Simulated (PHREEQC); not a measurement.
Synthetic water in mmol/kgw, 20 °C, pH 6.6, pe 10.8:

```
constituent           mmol/kgw
--------------------  --------
Na                      0.0966
K                      0.00393
Ca                      0.0196
Mg                      0.0039
Cl                      0.0717
S(6)                    0.0349
Alkalinity (meq/kgw)   0.00791
Pb                    0.000712
Si                    8.68e-05
Zn                    8.76e-05
Li                     0.00258
```

Valence states are taken as typed.

All values are PHREEQC results (ion-association model, wateq4f.dat), not measurements.

Each row changes one thing in this solution. This is a speciation only: nothing precipitates in the calculation.

| case | HCO3- (mol/kgw) | CO2 (mol/kgw) | PbOH+ (mol/kgw) | PbCO3 (mol/kgw) | PbHCO3+ (mol/kgw) | CaHCO3+ (mol/kgw) | SI of Pb(OH)2 (Pb(OH)2) | SI of Anglesite (PbSO4) |
|---|---|---|---|---|---|---|---|---|
| as made | 8.05e-6 | 4.79e-6 | 4.69e-8 | 1.37e-8 | 3.80e-9 | 1.72e-9 | -1.35 | -2.90 |
| Cl from 0.0717 to 0.143 mmol/kgw | 8.05e-6 | 4.79e-6 | 4.67e-8 | 1.36e-8 | 3.78e-9 | 1.71e-9 | -1.35 | -2.90 |
| pH from 6.6 to 6.9 at the same alkalinity | 7.84e-6 | 2.34e-6 | (withheld) | 2.46e-8 | (withheld) | 1.67e-9 | -0.79 | -2.93 |
| pH from 6.6 to 6.3 at the same alkalinity | 8.36e-6 | (withheld) | 2.45e-8 | 7.45e-9 | 4.12e-9 | 1.79e-9 | -1.93 | -2.88 |
| Alkalinity from 0.00791 to 0.0237 mmol/kgw | 2.38e-5 | 1.42e-5 | (withheld) | 3.86e-8 | (withheld) | 5.08e-9 | -1.37 | -2.92 |

Question: Some entries are withheld; supply them.

Answer: 
- pH from 6.6 to 6.9 at the same alkalinity, PbOH+ (mol/kgw): 8.64e-8
- pH from 6.6 to 6.9 at the same alkalinity, PbHCO3+ (mol/kgw): 3.41e-9
- pH from 6.6 to 6.3 at the same alkalinity, CO2 (mol/kgw): 9.93e-6
- Alkalinity from 0.00791 to 0.0237 mmol/kgw, PbOH+ (mol/kgw): 4.47e-8
- Alkalinity from 0.00791 to 0.0237 mmol/kgw, PbHCO3+ (mol/kgw): 1.07e-8

Species that the database lacks are ignored.
